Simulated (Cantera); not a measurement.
# Adiabatic ignition

An adiabatic, constant-volume homogeneous reactor starts with 22.9 % CO, 3.20 % H2, 1.53 % CH4, 13.4 % O2, 50.5 % N2, 8.46 % CO2, equivalence ratio 1.2, at 950 K and 2400000 Pa.

Model: GRI-Mech 3.0 (53 species, 325 reactions), integrated in Cantera. The pressure lies above the range GRI-Mech 3.0 was tuned for (to about 10 atm). Below about 1000 K GRI-Mech 3.0 lacks low-temperature oxidation paths.

| t (s) | T (K) | P (bar) | x CO | x H2 | x CH4 | x CH2 | x CH3 |
|---|---|---|---|---|---|---|---|
| 2.00e-6 | 950 | 24.0 | 0.229 | 0.0320 | 0.0153 | <1e-12 | 2.44e-10 |
| 5.11e-6 | 950 | 24.0 | 0.229 | 0.0320 | 0.0153 | <1e-12 | 6.30e-10 |
| 1.30e-5 | 950 | 24.0 | 0.229 | 0.0320 | 0.0153 | <1e-12 | 1.36e-9 |
| 3.33e-5 | 950 | 24.0 | 0.229 | 0.0320 | 0.0153 | <1e-12 | 2.52e-9 |
| 8.50e-5 | 950 | 24.0 | 0.229 | 0.0320 | 0.0153 | <1e-12 | 4.76e-9 |
| 0.000217 | 950 | 24.0 | 0.229 | 0.0320 | 0.0153 | <1e-12 | 1.09e-8 |
| 0.000554 | 950 | 24.0 | 0.229 | 0.0320 | 0.0153 | <1e-12 | 3.03e-8 |
| 0.00141 | 951 | 24.0 | 0.229 | 0.0320 | 0.0153 | <1e-12 | 9.92e-8 |
| 0.00361 | 955 | 24.1 | 0.228 | 0.0319 | 0.0153 | <1e-12 | 2.45e-7 |
| 0.00922 | 1029 | 25.9 | 0.224 | 0.0301 | 0.0149 | 2.67e-12 | 1.75e-6 |
| 0.0235 | 2876 | 66.1 | 0.0813 | 0.00258 | <1e-12 | <1e-12 | <1e-12 |
| 0.0601 | 2876 | 66.1 | 0.0813 | 0.00258 | <1e-12 | <1e-12 | <1e-12 |
| 0.153 | 2876 | 66.1 | 0.0813 | 0.00258 | <1e-12 | <1e-12 | <1e-12 |
| 0.392 | 2876 | 66.1 | 0.0813 | 0.00258 | <1e-12 | <1e-12 | <1e-12 |
| 1.00 | 2876 | 66.1 | 0.0813 | 0.00258 | <1e-12 | <1e-12 | <1e-12 |
x: mole fraction; the columns are a selection and need not sum to one.

* **time of steepest temperature rise**: 9.86 ms
* **temperature at 1.00 s**: 2876 K
* **equilibrium temperature**: 2876 K
* **x(CO) at 1.00 s**: 0.0813 (gas-phase equilibrium 0.0813)
* **x(H2) at 1.00 s**: 0.00258 (gas-phase equilibrium 0.00258)
* **x(CH4) at 1.00 s**: <1e-12 (gas-phase equilibrium <1e-12)
